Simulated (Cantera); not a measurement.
A Cantera script and what it prints.

```python
import numpy as np
import cantera as ct

gas_names = """
    B BH BH2 BH3 BN B2 H H2 N NH NH2 NH3 N2 N2H2 N2H4
""".split()
cond_names = """
    B(b) B(L) BN(s)
""".split()


# ... load() reads the species with a 1 bar reference pressure and builds the phases ...
atoms = {
    'B': {'B': 1},
    'N2': {'N': 2},
    'H2': {'H': 2},
}
top_T = {'BN(s)': 3200}  # K; cautious upper limits of use, not melting points


# ... equilibrate(T, P, feed) seeds the gas with the atoms and calls Mixture.equilibrate('TP', solver="vcs", rtol=1e-11, max_steps=5000) ...
results = []
feed = {'B': 1, 'N2': 23, 'H2': 19}  # mol
T = 2200  # K
P = 14000  # Pa
mix = equilibrate(T, P, feed)
results.append((T, P, feed, dict(zip(mix.species_names, mix.species_moles))))
print(gas.report(threshold=0.001))
for i in range(1, mix.n_phases):
    print(f"{mix.phase(i).name:16s} {mix.phase_moles(i):12.5e} mol")
```

Output:

```
       temperature   2200 K
          pressure   14000 Pa
           density   0.01227 kg/m^3
  mean mol. weight   16.032 kg/kmol
   phase of matter   gas

                          1 kg             1 kmol
                     ---------------   ---------------
          enthalpy        3.9775e+06        6.3765e+07  J
   internal energy        2.8365e+06        4.5473e+07  J
           entropy             15487        2.4828e+05  J/K
    Gibbs function       -3.0094e+07       -4.8246e+08  J
 heat capacity c_p              2215             35510  J/K
 heat capacity c_v            1696.4             27196  J/K

                      mass frac. Y      mole frac. X     chem. pot. / RT
                     ---------------   ---------------   ---------------
                 H        0.00063514          0.010101           -11.276
                H2          0.056633           0.45035           -22.552
                N2           0.94265           0.53945            -29.85
     [  +12 minor]        7.8112e-05        9.7406e-05

B(b)              0.00000e+00 mol
BN(s)             9.95960e-01 mol
```

Cantera equilibrium calculation (NASA polynomials, part measured and part estimated; ideal gas, pure solids and liquids). The tables' values for BH2 are old estimates; treat these amounts as uncertain.
